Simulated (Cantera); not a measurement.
Cantera run:

```python
import numpy as np
import cantera as ct

gas_names = """
    C CH CH2 CH3 CH4 C2 C2H C2H2,acetylene C2H2,vinylidene C2H3,vinyl C2H4 C2H5 C2H6 C3 C3H3,propargyl
    C3H4,allene C3H4,propyne C3H4,cyclo- C3H5,allyl C3H6,propylene C3H6,cyclo- C3H7,n-propyl
    C3H7,i-propyl C3H8 C4 C4H2 C4H4,1,3-cyclo- C4H6,butadiene C4H6,2-butyne C4H6,cyclo- C4H8,1-butene
    C4H8,cis2-buten C4H8,tr2-butene C4H8,isobutene C4H8,cyclo- C4H9,n-butyl C4H9,i-butyl C4H9,s-butyl
    C4H9,t-butyl C4H10,isobutane C4H10,n-butane C5 C5H6,1,3cyclo- C5H8,cyclo- C5H10,1-pentene
    C5H10,cyclo- C5H11,pentyl C5H11,t-pentyl C5H12,n-pentane C5H12,i-pentane CH3C(CH3)2CH3 C6H2
    C6H5,phenyl C6H6 C6H10,cyclo- C6H12,1-hexene C6H12,cyclo- C6H13,n-hexyl C7H7,benzyl C7H8
    C7H14,1-heptene C7H15,n-heptyl C7H16,n-heptane C8H8,styrene C8H10,ethylbenz C8H16,1-octene
    C8H17,n-octyl C8H18,isooctane C8H18,n-octane C9H19,n-nonyl C10H8,naphthale C10H21,n-decyl
    C12H9,o-bipheny C12H10,bipheny H H2 Ti
""".split()
cond_names = """
    C(gr) C6H6(L) C7H8(L) C8H18(L),n-octa Ti(a) Ti(b) Ti(L) TiC(s) TiC(L)
""".split()


def load(file, names, dense=False):
    # The tables refer to 1 bar. Condensed volumes are neglected.
    table = {s.name: s for s in ct.Species.list_from_file(file)}
    out = []
    for n in names:
        d = dict(table[n].input_data)
        d["thermo"] = dict(d["thermo"], **{"reference-pressure": 1e5})
        if dense:
            d["equation-of-state"] = {"model": "constant-volume", "density": "1e6 g/cm^3"}
        out.append(ct.Species.from_dict(d))
    return out


gas = ct.Solution(thermo="ideal-gas", species=load("nasa_gas.yaml", gas_names))
cond = {s.name: ct.Solution(thermo="fixed-stoichiometry", species=[s], name=s.name)
        for s in load("nasa_condensed.yaml", cond_names, dense=True)}
atoms = {
    'Ti': {'Ti': 1},
    'CH4': {'C': 1, 'H': 4},
}
top_T = {'C(gr)': 4500}  # K; cautious upper limits of use, not melting points


def equilibrate(T, P, feed):
    n = {}
    for name, mol in feed.items():
        for a, k in atoms[name].items():
            n[a] = n.get(a, 0.0) + k * mol
    gas.TPX = T, P, n
    mass = sum(n.values()) * gas.mean_molecular_weight
    gas.equilibrate("TP")
    valid = [c for c in cond.values() if c.min_temp <= T <= top_T.get(c.name, c.max_temp)]
    mix = ct.Mixture([(gas, mass / gas.mean_molecular_weight)] + [(c, 0.0) for c in valid])
    mix.T, mix.P = T, P
    mix.equilibrate("TP", solver="vcs", rtol=1e-11, max_steps=5000)
    return mix


results = []
T = 1100  # K
P = 133.322  # Pa
for m in [0.48, 1.1, 1.7, 2.3, 2.9, 3.5, 4.1, 4.7, 5.3, 5.9, 6.5, 7.1]:
    feed = {'Ti': 1, 'CH4': m}  # mol
    mix = equilibrate(T, P, feed)
    results.append((T, P, feed, dict(zip(mix.species_names, mix.species_moles))))
    x = sorted(zip(gas.X, gas.species_names), reverse=True)
    print(f"T = {T:g} K  P = {P:g} Pa  n(CH4) = {m:g} mol  gas = {mix.phase_moles(0):.4g} mol")
    print("   x: " + "  ".join(f"{s} {v:.3e}" for v, s in x if v > 1e-06))
    print("   condensed (mol): " + ("  ".join(f"{mix.phase(i).name} {mix.phase_moles(i):.4g}"
          for i in range(1, mix.n_phases) if mix.phase_moles(i) > 1e-12) or "none"))
```

Output:

```
T = 1100 K  P = 133.322 Pa  n(CH4) = 0.48 mol  gas = 0.96 mol
   x: H2 1.000e+00
   condensed (mol): Ti(a) 0.52  TiC(s) 0.48
T = 1100 K  P = 133.322 Pa  n(CH4) = 1.1 mol  gas = 2.2 mol
   x: H2 1.000e+00  CH4 4.785e-05
   condensed (mol): C(gr) 0.09989  TiC(s) 1
T = 1100 K  P = 133.322 Pa  n(CH4) = 1.7 mol  gas = 3.4 mol
   x: H2 1.000e+00  CH4 4.785e-05
   condensed (mol): C(gr) 0.6998  TiC(s) 1
T = 1100 K  P = 133.322 Pa  n(CH4) = 2.3 mol  gas = 4.6 mol
   x: H2 1.000e+00  CH4 4.785e-05
   condensed (mol): C(gr) 1.3  TiC(s) 1
T = 1100 K  P = 133.322 Pa  n(CH4) = 2.9 mol  gas = 5.8 mol
   x: H2 1.000e+00  CH4 4.785e-05
   condensed (mol): C(gr) 1.9  TiC(s) 1
T = 1100 K  P = 133.322 Pa  n(CH4) = 3.5 mol  gas = 7 mol
   x: H2 1.000e+00  CH4 4.785e-05
   condensed (mol): C(gr) 2.5  TiC(s) 1
T = 1100 K  P = 133.322 Pa  n(CH4) = 4.1 mol  gas = 8.2 mol
   x: H2 1.000e+00  CH4 4.785e-05
   condensed (mol): C(gr) 3.1  TiC(s) 1
T = 1100 K  P = 133.322 Pa  n(CH4) = 4.7 mol  gas = 9.4 mol
   x: H2 1.000e+00  CH4 4.785e-05
   condensed (mol): C(gr) 3.7  TiC(s) 1
T = 1100 K  P = 133.322 Pa  n(CH4) = 5.3 mol  gas = 10.6 mol
   x: H2 1.000e+00  CH4 4.785e-05
   condensed (mol): C(gr) 4.299  TiC(s) 1
T = 1100 K  P = 133.322 Pa  n(CH4) = 5.9 mol  gas = 11.8 mol
   x: H2 1.000e+00  CH4 4.785e-05
   condensed (mol): C(gr) 4.899  TiC(s) 1
T = 1100 K  P = 133.322 Pa  n(CH4) = 6.5 mol  gas = 13 mol
   x: H2 1.000e+00  CH4 4.785e-05
   condensed (mol): C(gr) 5.499  TiC(s) 1
T = 1100 K  P = 133.322 Pa  n(CH4) = 7.1 mol  gas = 14.2 mol
   x: H2 1.000e+00  CH4 4.785e-05
   condensed (mol): C(gr) 6.099  TiC(s) 1
```

Cantera equilibrium calculation (NASA polynomials, part measured and part estimated; ideal gas, pure solids and liquids). Mutual solubility and eutectic melting of coexisting phases are not modelled. TiC: taken at fixed stoichiometry. Condensed phases not in the tables: N, O or C dissolved in the metal.
